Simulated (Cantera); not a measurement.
Feed: 1 mol C, 1.6 mol H₂O, 0.67 mol N₂, 0.86 mol O₂, equilibrated at 2423 K and 0.00980 bar.

Method: chemical equilibrium by Gibbs-energy minimisation in Cantera with the NASA 1993 tables (ideal gas, pure condensed phases). Candidate condensed phases: C, C₆H₆, C₇H₈, C₈H₁₈, H₂O; 136 gas species. Rates play no part.

What is the equilibrium state?


```
Item                                        Value
--------------------------------------  ---------
x(H₂O)                                      0.327
x(N₂)                                       0.178
x(CO)                                       0.141
x(CO₂)                                      0.128
x(H₂)                                      0.0601
x(O₂)                                      0.0493
x(OH)                                      0.0451
x(H)                                       0.0439
x(O)                                       0.0220
gas amount                              3.708 mol
log10 activity of C(graphite) (absent)      -8.12
```
